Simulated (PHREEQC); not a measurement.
1 g of hydrous ferric oxide (600 m²/g; 0.2 weak and 0.005 strong sites per Fe, Dzombak-Morel constants, diffuse double layer) in 1 kg of water with 0.1 mol/kgw of an inert sodium salt, at 25 °C; the pH is set by adding NaOH or the inert anion's acid. Oxygen is held at 0.21 atm. CO2 from the air is kept out. No solid was allowed to form.

Base run: PHREEQC, ion-association model, wateq4f.dat. Each further column changes one thing. The table gives surface charge σ (C/m²).

| pH | base | background salt from 0.1 to 0.01 mol/kgw | oxide from 1 to 5 g/kgw | 0.0069 mol/kgw Ag2SO4 added |
|---|---|---|---|---|
| 4 | 0.321 | 0.219 | 0.322 | 0.063 |
| 5 | 0.215 | 0.114 | 0.216 | 0.060 |
| 6 | 0.111 | 0.050 | 0.112 | 0.047 |
| 7 | 0.045 | 0.017 | 0.045 | 0.027 |
| 8 | 0.004 | 0.001 | 0.004 | 0.002 |
| 9 | -0.034 | -0.013 | -0.034 | -0.007 |
| 10 | -0.094 | -0.041 | -0.094 | -0.007 |
| 11 | -0.190 | -0.100 | -0.191 | -0.007 |
| 12 | -0.307 | -0.230 | -0.308 | -0.014 |

 In at least one series the solution becomes supersaturated in solids that the run did not let form, among them Ag2O.
